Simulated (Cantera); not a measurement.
Input: 1 mol MgSO₄, 2.7 mol O₂, 0.07 mol CO₂, held at 47.0 Pa.

Equilibrium computed with Cantera from the NASA thermochemical tables; the gas is ideal and each condensed phase is pure. Candidate condensed phases: C, Mg, MgCO₃, MgO, MgS, MgSO₄, S; 26 gas species. Equilibrium is a limit: real reactors are often held back by kinetics, nucleation or transport.

x: gas mole fraction; n: condensed amount in mol.

```
T (K)   x O₂  x SO₂       x O   x CO₂        x SO      x CO  n MgO(s)
-----  -----  -----  --------  ------  ----------  --------  --------
1423   0.749  0.234   5.38e-5  0.0164  (withheld)   1.27e-6      1.00
1498   0.749  0.234  0.000158  0.0164  (withheld)   4.15e-6      1.00
1573   0.749  0.234  0.000417  0.0164  (withheld)   1.21e-5      1.00
1648   0.749  0.234   0.00101  0.0164  (withheld)   3.21e-5      1.00
1723   0.747  0.234   0.00227  0.0163  (withheld)   7.77e-5     1.000
1798   0.745  0.233   0.00475  0.0162  (withheld)  0.000174     1.000
1873   0.741  0.232   0.00939  0.0159  (withheld)  0.000363     1.000
1948   0.734  0.231    0.0176  0.0155  (withheld)  0.000707     0.999
2023   0.722  0.228    0.0312  0.0148  (withheld)   0.00128     0.996
```

**Question.** What belongs in the gaps?

**Answer.** 
- 1423, x SO: 1.18e-6
- 1498, x SO: 4.24e-6
- 1573, x SO: 1.35e-5
- 1648, x SO: 3.85e-5
- 1723, x SO: 0.000100
- 1798, x SO: 0.000241
- 1873, x SO: 0.000541
- 1948, x SO: 0.00114
- 2023, x SO: 0.00225
